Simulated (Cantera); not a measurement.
**CH2F2 (fluorocarbon and chlorocarbon gases)**

A closed system holds: 1 mol CH2F2, at 10.0 Torr.

Equilibrium computed with Cantera from the NASA thermochemical tables; the gas is ideal and each condensed phase is pure. Candidate condensed phases: C, C6H6, C7H8, C8H18; 95 gas species. Rates play no part.

```tsv
T (°C)	x HF	x H	x F	x C3	x CF	n C(graphite)
825	1.000	2.01e-10	1.20e-10	<1e-12	<1e-12	1.000
975	1.000	5.47e-9	9.25e-9	<1e-12	<1e-12	1.000
1125	1.000	7.50e-8	2.79e-7	<1e-12	1.72e-11	1.000
1275	1.000	6.73e-7	4.06e-6	<1e-12	1.02e-9	1.000
1425	1.000	5.28e-6	2.88e-5	<1e-12	2.28e-8	1.000
1575	1.000	3.49e-5	0.000127	3.58e-11	2.61e-7	1.000
1725	0.999	0.000176	0.000447	1.98e-9	2.05e-6	1.000
1875	0.998	0.000698	0.00134	6.16e-8	1.23e-5	1.000
2025	0.993	0.00227	0.00355	1.21e-6	5.87e-5	1.000
2175	0.983	0.00630	0.00845	1.63e-5	0.000234	0.999
2325	0.963	0.0153	0.0183	0.000161	0.000799	0.996
2475	0.923	0.0330	0.0364	0.00123	0.00237	0.984
2625	0.848	0.0642	0.0661	0.00758	0.00614	0.926
2775	0.710	0.111	0.108	0.0387	0.0138	0.633
```
x: gas mole fraction; n: condensed amount in mol.

From 825 °C to 2775 °C the condensed part is C(graphite). The main C-bearing gas is CF4 at 825 °C and C3 at 2775 °C.
